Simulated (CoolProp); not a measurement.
A simple Rankine cycle with vinyl chloride: condensing at 295.15 K, boiler at 1.18 MPa, turbine inlet 342.4 K, turbine efficiency 0.8, pump efficiency 0.6, no recuperator. Each further row changes one setting.

Computed with CoolProp (reference Helmholtz-energy equation of state, Thol 2022).

```csv
case,thermal efficiency (%),net work (kJ/kg),heat in (kJ/kg),turbine exit temperature (K),volume ratio over the turbine
as stated,9.4,33.2,352,295.1,?
turbine inlet 362.4 K,9.7,36.1,374,?,3.01
condensing temperature 287.15 K,11.0,40.0,364,287.1,3.85
boiler pressure 0.826 MPa,6.9,25.0,360,306.1,2.14
turbine efficiency 0.7,8.2,?,352,295.1,?
```

Complete the blanks.


- as stated, volume ratio over the turbine: 3.05
- turbine inlet 362.4 K, turbine exit temperature (K): 309.2
- turbine efficiency 0.7, net work (kJ/kg): 28.9
- turbine efficiency 0.7, volume ratio over the turbine: 3.10

The expansion ends wet for: as stated; condensing temperature 287.15 K; turbine efficiency 0.7.
